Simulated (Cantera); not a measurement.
A closed system holds: 1 mol SiCl₄, 1.4 mol Cl₂, 1.6 mol H₂, held at 100 Torr.

These are equilibrium values from Cantera (NASA tables, ideal gas, pure condensed phases), not measurements of a reactor. Candidate condensed phases: Si; 19 gas species. The numbers say what is thermodynamically allowed, not how fast it happens. All values below are at 923 K.

Base state: HCl 0.700, SiCl₄ 0.250, H₂ 0.0499, SiHCl₃ 6.35e-5 (mole fractions); condensed: gas only.

Q: What changes in the equilibrium state with this change: SiCl₄ replaced by Si?

A: 
```json
[
 {"species": "H₂", "before": "0.0499", "after": "0.668"},
 {"species": "SiCl₄", "before": "0.250", "after": "0.259"},
 {"species": "SiHCl₃", "before": "6.35e-5", "after": "0.0603"},
 {"species": "HCl", "before": "0.700", "after": "0.0102"},
 {"species": "SiH₂Cl₂", "before": "1.58e-9", "after": "0.00138"},
 {"species": "SiCl₂", "before": "3.45e-9", "after": "0.000224"},
 {"species": "SiCl₃", "before": "4.63e-6", "after": "0.00120"},
 {"species": "Si(s), mol", "before": "0", "after": "0.269"}
]
```
The tables' values for SiCl₃ are old estimates; treat these amounts as uncertain.
